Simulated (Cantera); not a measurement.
A freely propagating, adiabatic, planar premixed flame of 49.4 % H₂, 9.48 % O₂, 35.7 % N₂, 5.43 % H₂O, unburnt at 398 K and 210 Torr; mixture-averaged transport, grid criteria slope 0.08 and curve 0.16, no radiation.

Detailed kinetics in Cantera: the H2/O2 subset of GRI-Mech 3.0, which has no nitrogen chemistry. Burning velocities carry a grid error of a few per cent, more on coarse grids.

x: mole fraction of selected species; z is measured from the peak of heat release.

| z (mm) | T (K) | u (m/s) | x H₂ | x O₂ | x H₂O | x H | x OH | x HO₂ |
|---|---|---|---|---|---|---|---|---|
| -5.94 | 398 | 3.36 | 0.494 | 0.0948 | 0.0543 | <1e-8 | <1e-8 | <1e-8 |
| -3.96 | 398 | 3.36 | 0.494 | 0.0948 | 0.0543 | <1e-8 | <1e-8 | <1e-8 |
| -2.97 | 398 | 3.36 | 0.494 | 0.0948 | 0.0543 | <1e-8 | <1e-8 | <1e-8 |
| -1.98 | 398 | 3.36 | 0.494 | 0.0948 | 0.0543 | <1e-8 | <1e-8 | (withheld) |
| -0.989 | 421 | 3.53 | 0.490 | 0.0950 | 0.0554 | 6.71e-5 | 3.88e-5 | 0.000146 |
| -0.495 | 654 | 5.37 | 0.462 | 0.0886 | 0.0759 | 0.00546 | 0.000389 | 9.02e-5 |
| 0 | 1000 | 8.00 | 0.390 | 0.0632 | 0.135 | 0.0333 | 0.000623 | 3.10e-5 |
| 0.495 | 1235 | 9.83 | 0.315 | 0.0203 | 0.218 | 0.0654 | 0.00120 | 8.43e-6 |
| 0.989 | 1336 | 10.6 | 0.292 | (withheld) | 0.251 | (withheld) | 0.00116 | (withheld) |
| 1.98 | 1422 | 11.2 | 0.293 | 0.000233 | 0.259 | 0.0650 | 0.00125 | 8.49e-8 |
| 3.96 | 1512 | 11.9 | 0.301 | 8.19e-5 | 0.261 | 0.0525 | 0.00135 | 2.98e-8 |
| 7.92 | 1600 | 12.5 | 0.310 | 5.41e-5 | 0.263 | 0.0396 | 0.00131 | 1.99e-8 |
| 15.8 | 1678 | 13.0 | 0.317 | 3.00e-5 | 0.265 | 0.0277 | 0.00113 | 1.17e-8 |

Task: Fill in the missing entries.

Result: 
- -1.98, x HO₂: 1.33e-7
- 0.989, x O₂: 0.00363
- 0.989, x H: 0.0724
- 0.989, x HO₂: 1.42e-6
